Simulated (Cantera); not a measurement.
A closed system holds: 1 mol SiH2Cl2, 0.3 mol Cl2, 16 mol H2, equilibrated at 100 Torr.

Method: chemical equilibrium by Gibbs-energy minimisation in Cantera with the NASA 1993 tables (ideal gas, pure condensed phases). Candidate condensed phases: Si; 19 gas species. The numbers say what is thermodynamically allowed, not how fast it happens.

Question: What share of the Si ends up in condensed phases as a function of T (K), at 1100, 1150, 1200, 1250, 1300, 1350, 1400, 1450, 1500, 1550, 1600?

Answer: 
```
T (K)  Si condensed (%)     as
-----  ----------------  -----
1100               40.3  Si(s)
1150               43.4  Si(s)
1200               46.1  Si(s)
1250               48.2  Si(s)
1300               49.5  Si(s)
1350               49.9  Si(s)
1400               49.8  Si(s)
1450               49.5  Si(s)
1500               48.9  Si(s)
1550               48.3  Si(s)
1600               47.7  Si(s)
```
